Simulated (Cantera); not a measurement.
# Silicon nitride deposition: SiCl4 + NH3

A closed system holds: 1 mol SiCl4, a varied amount of NH3, held at 180 Pa.

Cantera equilibrium calculation (NASA polynomials, part measured and part estimated; ideal gas, pure solids and liquids). Candidate condensed phases: NH4Cl, Si, Si3N4; 28 gas species. The tables' values for SiCl3 are old estimates. Equilibrium is a limit: real reactors are often held back by kinetics, nucleation or transport.

**Question.** Map the stable condensed phases over T = 552, 652, 752, 852, 952, 1052, 1152, 1252, 1352, 1452, 1552, 1652 °C and n(NH3) in mol = 1.4, 1.6, 1.9, 2.2, 2.6, 3, 3.5, 4, 4.7, 5.4, 6.3, 7.4.

**Answer.** 
```
T in °C \ n(NH3) in mol
         1.4 1.6 1.9 2.2 2.6   3 3.5   4 4.7 5.4 6.3 7.4
   1652    A   A   A   A   A   A   A   A   A   A   A   A
   1552    A   A   A   A   A   A   A   A   A   A   A   A
   1452    A   A   A   A   A   A   A   A   A   A   A   A
   1352    A   A   A   A   A   A   A   A   A   A   A   A
   1252    A   A   A   A   A   A   A   B   B   B   B   B
   1152    A   B   B   B   B   B   B   B   B   B   B   B
   1052    B   B   B   B   B   B   B   B   B   B   B   B
    952    B   B   B   B   B   B   B   B   B   B   B   B
    852    B   B   B   B   B   B   B   B   B   B   B   B
    752    B   B   B   B   B   B   B   B   B   B   B   B
    652    B   B   B   B   B   B   B   B   B   B   B   B
    552    B   B   B   B   B   B   B   B   B   B   B   B
```
A: gas only; B: Si3N4.
